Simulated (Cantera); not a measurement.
A freely propagating, adiabatic, planar premixed flame of H2 : O2 : N2 = 1 : 0.794 : 3.25 (molar parts), equivalence ratio 0.63, unburnt at 700 K and 1.01 bar; mixture-averaged transport, grid criteria slope 0.08 and curve 0.16, no radiation.

Cantera simulation using the H2/O2 subset of GRI-Mech 3.0, which has no nitrogen chemistry; the numbers are that mechanism's predictions, not measurements. Burning velocities carry a grid error of a few per cent, more on coarse grids. Lean hydrogen flames are cellular in practice and burn faster than this planar one.

Q: How do the results move with these cheaper or finer settings: unity-Lewis-number transport; multicomponent transport; multicomponent+Soret transport; grid criteria slope 0.5, curve 1; grid criteria slope 0.25, curve 0.5; grid criteria slope 0.03, curve 0.06?

A: 
```csv
setting,laminar burning velocity,thermal thickness,peak x(O),peak x(OH),grid points
as above,631 cm/s,0.474 mm,0.0132,0.0129,135
unity-Lewis-number transport,460 cm/s,0.332 mm,0.0146,0.0133,125
multicomponent transport,623 cm/s,0.470 mm,0.0132,0.0128,135
multicomponent+Soret transport,589 cm/s,0.467 mm,0.0130,0.0128,135
"grid criteria slope 0.5, curve 1",885 cm/s,0.649 mm,0.0136,0.0129,38
"grid criteria slope 0.25, curve 0.5",745 cm/s,0.551 mm,0.0136,0.0129,55
"grid criteria slope 0.03, curve 0.06",614 cm/s,0.463 mm,0.0131,0.0129,274
```
Unity Lewis numbers drop preferential diffusion, which matters most where H2 and H carry the flame; Soret adds thermal diffusion.
